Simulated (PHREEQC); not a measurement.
Ultrapure water in contact with air or piping (model solution)

Model water analysis in mg/L, 25 °C, pH 6.28, pe 10.3: Na 0.126; K 0.137; Ca 0.44; Mg 0.00868; Cl 0.295; S(6) as SO4 0.274; Alkalinity as HCO3 1.06; Zn 0.0179; B 0.0011.

Cl is adjusted to close the charge balance.
Valence states are taken as typed.

The numbers come from PHREEQC with the ion-association model, phreeqc.dat.

```yaml
ionic_strength: 4.72e-5 mol/kgw
```

```json
[
 {"species": "CO2", "molality": "2.09e-5", "activity": "2.09e-5", "log γ": "0.000"},
 {"species": "HCO3-", "molality": "1.79e-5", "activity": "1.77e-5", "log γ": "-0.003"},
 {"species": "Ca+2", "molality": "1.10e-5", "activity": "1.06e-5", "log γ": "-0.014"},
 {"species": "Cl-", "molality": "9.13e-6", "activity": "9.05e-6", "log γ": "-0.003"},
 {"species": "Na+", "molality": "5.48e-6", "activity": "5.44e-6", "log γ": "-0.003"},
 {"species": "K+", "molality": "3.50e-6", "activity": "3.48e-6", "log γ": "-0.003"}
]
```

This is a speciation only: nothing precipitates in the calculation.
